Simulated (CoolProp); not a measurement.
The fluid at 344.97 K and 0.372 MPa (gas) is heated at constant pressure to 355.4 K. The same conditions are run with several fluids, on thermodynamics alone (safety and materials aside).

The numbers come from the reference Helmholtz-energy equation of state of each fluid (isobutene: Lemmon 2005; R245fa: Akasaka 2015; R142b: Lemmon 2006; C3F8 (R218): Lemmon 2006; R21: Platzer 1990) in CoolProp. The equations of Platzer and Polt are older, rougher fits.

Rank isobutene, R245fa, R142b, C3F8 (R218), R21 by heat (kJ/kg), highest first.

isobutene (19.6), R245fa (10.6), R142b (10.0), C3F8 (R218) (9.20), R21 (7.23)

```tsv
fluid	final density (kg/m³)
isobutene	7.49
R245fa	18.2
R142b	13.4
C3F8 (R218)	24.7
R21	13.8
```
